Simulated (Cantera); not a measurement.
Mixture: CH4 : O2 : N2 = 1 : 2.5 : 9.4 (molar parts), equivalence ratio 0.80, at 1800 Torr, adiabatic and at constant pressure. Ignition delay is the time to a rise of 400 K.

Detailed kinetics in Cantera: GRI-Mech 3.0 (53 species, 325 reactions).

Question: What does this change do: constant volume in place of constant pressure?

Answer: 
```json
[
 {"quantity": "delay at 1000 K", "before": "0.378 s", "after": "0.369 s"},
 {"quantity": "delay at 1075 K", "before": "0.113 s", "after": "0.110 s"},
 {"quantity": "delay at 1150 K", "before": "37.2 ms", "after": "35.8 ms"},
 {"quantity": "delay at 1225 K", "before": "13.2 ms", "after": "12.7 ms"},
 {"quantity": "delay at 1300 K", "before": "5.08 ms", "after": "4.83 ms"},
 {"quantity": "delay at 1375 K", "before": "2.09 ms", "after": "1.98 ms"},
 {"quantity": "delay at 1450 K", "before": "0.916 ms", "after": "0.867 ms"},
 {"quantity": "apparent activation energy between 1300 and 1450 K", "before": "180 kJ/mol", "after": "180 kJ/mol"}
]
```

Question: What does this change do: O2 2.5 to 3.5 parts?

Answer: 
| quantity | before | after |
|---|---|---|
| delay at 1000 K | 0.378 s | 0.249 s |
| delay at 1075 K | 0.113 s | 72.3 ms |
| delay at 1150 K | 37.2 ms | 23.6 ms |
| delay at 1225 K | 13.2 ms | 8.37 ms |
| delay at 1300 K | 5.08 ms | 3.23 ms |
| delay at 1375 K | 2.09 ms | 1.35 ms |
| delay at 1450 K | 0.916 ms | 0.610 ms |
| apparent activation energy between 1300 and 1450 K | 180 kJ/mol | 170 kJ/mol |
